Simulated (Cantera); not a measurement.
## Thermodynamics of chlorosilane synthesis and conversion, feed SiCl₄ + Cl₂ + H₂ + CH₄

Feed: 1 mol SiCl₄, 1.5 mol Cl₂, 3.9 mol H₂, 0.22 mol CH₄, at 1.00 bar.

These are equilibrium values from Cantera (NASA tables, ideal gas, pure condensed phases), not measurements of a reactor. Candidate condensed phases: C, C₆H₆, C₇H₈, C₈H₁₈, Si, SiC; 109 gas species. The tables' values for SiCl₃ are old estimates; treat these amounts as uncertain. Kinetics and transport are ignored.

| T (°C) | x HCl | x H₂ | x SiCl₄ | x CH₄ | x SiHCl₃ | x SiCl₃ | x SiH₂Cl₂ | x SiCl₂ | n C(graphite) |
|---|---|---|---|---|---|---|---|---|---|
| 277 | 0.453 | 0.363 | 0.151 | 0.0332 | 9.15e-7 | <1e-12 | <1e-12 | <1e-12 | 0 |
| 327 | 0.453 | 0.363 | 0.151 | 0.0332 | 3.32e-6 | 1.75e-11 | 3.66e-12 | <1e-12 | 0 |
| 377 | 0.453 | 0.363 | 0.151 | 0.0332 | 9.82e-6 | 2.71e-10 | 3.70e-11 | <1e-12 | 0 |
| 427 | 0.453 | 0.363 | 0.151 | 0.0332 | 2.47e-5 | 2.83e-9 | 2.66e-10 | <1e-12 | 0 |
| 477 | 0.453 | 0.362 | 0.151 | 0.0332 | 5.47e-5 | 2.14e-8 | 1.45e-9 | <1e-12 | 0 |
| 527 | 0.453 | 0.362 | 0.151 | 0.0332 | 0.000109 | 1.26e-7 | 6.37e-9 | 1.16e-11 | 0 |
| 577 | 0.453 | 0.362 | 0.151 | 0.0332 | 0.000200 | 5.95e-7 | 2.33e-8 | 1.67e-10 | 0 |
| 627 | 0.454 | 0.362 | 0.151 | 0.0332 | 0.000342 | 2.36e-6 | 7.36e-8 | 1.77e-9 | 0 |
| 677 | 0.450 | 0.377 | 0.149 | 0.0238 | 0.000573 | 8.25e-6 | 2.24e-7 | 1.52e-8 | 0.0609 |
| 727 | 0.446 | 0.391 | 0.147 | 0.0146 | 0.000911 | 2.53e-5 | 6.07e-7 | 1.06e-7 | 0.122 |
| 777 | 0.444 | 0.399 | 0.146 | 0.00913 | 0.00136 | 6.92e-5 | 1.45e-6 | 5.95e-7 | 0.158 |
| 827 | 0.443 | 0.404 | 0.145 | 0.00585 | 0.00195 | 0.000171 | 3.14e-6 | 2.82e-6 | 0.180 |
x: gas mole fraction; n: condensed amount in mol.

From 277 °C to 627 °C nothing is condensed. From 677 °C to 827 °C the condensed part is C(graphite). The main Si-bearing gas is SiCl₄ throughout.
